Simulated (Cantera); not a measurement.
Input: 1 mol MgCO₃, 0.13 mol C, 0.73 mol H₂, equilibrated at 1973.15 K and 0.133 bar.

These are equilibrium values from Cantera (NASA tables, ideal gas, pure condensed phases), not measurements of a reactor. The numbers say what is thermodynamically allowed, not how fast it happens.

| species | before | after |
|---|---|---|
| CO | 0.408 | 0.363 |
| CO₂ | 0.199 | 0.244 |
| H₂O | 0.268 | 0.223 |
| H₂ | 0.123 | 0.169 |
| Mg | 3.54e-5 | <1e-9 |
| OH | 0.000269 | 5.76e-8 |
| H | 0.00130 | 2.68e-6 |
| MgO(s), mol | 1.000 | 1.00 |
Gas species are given as mole fractions.

### Question
Which change was made?
A) temperature from 1973.15 K to 850 K
B) pressure from 0.133 bar to 80.0 Pa
C) temperature from 1973.15 K to 1350 K
D) H₂ from 0.73 to 0.074 mol

### Answer
C, temperature from 1973.15 K to 1350 K
